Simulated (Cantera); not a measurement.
Charge: 1 mol FeS2, 0.058 mol H2S, 1.5 mol N2, at 927 °C and 5.30 bar.

Cantera equilibrium calculation (NASA polynomials, part measured and part estimated; ideal gas, pure solids and liquids). Candidate condensed phases: Fe, FeS, FeS2, S; 16 gas species. FeS: taken at fixed stoichiometry. Gases not in the tables: S3 to S7. Equilibrium is a limit: real reactors are often held back by kinetics, nucleation or transport.

Base state: N2 0.728, S2 0.243, H2S 0.0271, H2 0.00107, SH 5.89e-5 (mole fractions); condensed: FeS(s).

Question: What changes in the equilibrium state with this change: pressure from 5.30 bar to 1.40 bar?

Answer: 
| species | before | after |
|---|---|---|
| N2 | 0.728 | 0.728 |
| S2 | 0.243 | 0.244 |
| H2S | 0.0271 | 0.0261 |
| H2 | 0.00107 | 0.00200 |
| SH | 5.89e-5 | 8.07e-5 |
| FeS(s), mol | 1.00 | 1.00 |
